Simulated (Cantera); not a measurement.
A perfectly stirred reactor is fed with 19.2 % CH4, 80.8 % H2O, at 1.00 bar; it is held at 2125 K, and followed from long to short residence time.

Computed with Cantera and GRI-Mech 3.0 (53 species, 325 reactions).

x: mole fraction; the columns are a selection and need not sum to one.

```tsv
τ (s)	x CH4	x H2O	x HO2	x CH2	x H2
12	9.69e-6	0.421	5.30e-10	7.22e-9	0.437
2.8	4.24e-5	0.421	5.17e-10	3.10e-8	0.437
0.65	?	0.422	4.90e-10	?	0.437
0.15	0.000809	0.423	4.72e-10	5.51e-7	0.435
0.036	0.00287	0.429	4.81e-10	1.98e-6	0.429
0.0086	0.00800	0.453	5.48e-10	5.88e-6	0.407
0.0020	?	?	7.61e-10	?	?
```

### Question
Complete the blanks.

### Answer

- 0.65, x CH4: 0.000189
- 0.65, x CH2: 1.33e-7
- 0.0020, x CH4: 0.0176
- 0.0020, x H2O: 0.516
- 0.0020, x CH2: 1.43e-5
- 0.0020, x H2: 0.351
